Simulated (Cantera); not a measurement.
Input: 1 mol BCl₃, 11 mol H₂O, 56 mol H₂, at 0.100 bar.

Cantera equilibrium calculation (NASA polynomials, part measured and part estimated; ideal gas, pure solids and liquids). Candidate condensed phases: B, B₂O₃, B₃O₃H₃, H₂O; 33 gas species. Gases not in the tables: H₃BO₃. Equilibrium is a limit: real reactors are often held back by kinetics, nucleation or transport.

Question: Which condensed phases are stable at each of these points (T (K)): 1398, 1448, 1498, 1548, 1598, 1648, 1698, 1748, 1798, 1848, 1898, 1948?

Answer: 
```
T (K)  condensed phases  B condensed (%)
-----  ----------------  ---------------
1398            B₂O₃(l)             25.0
1448           gas only              0.0
1498           gas only              0.0
1548           gas only              0.0
1598           gas only              0.0
1648           gas only              0.0
1698           gas only              0.0
1748           gas only              0.0
1798           gas only              0.0
1848           gas only              0.0
1898           gas only              0.0
1948           gas only              0.0
```

At 1398 K the condensed part is B₂O₃(l). From 1448 K to 1948 K nothing is condensed.
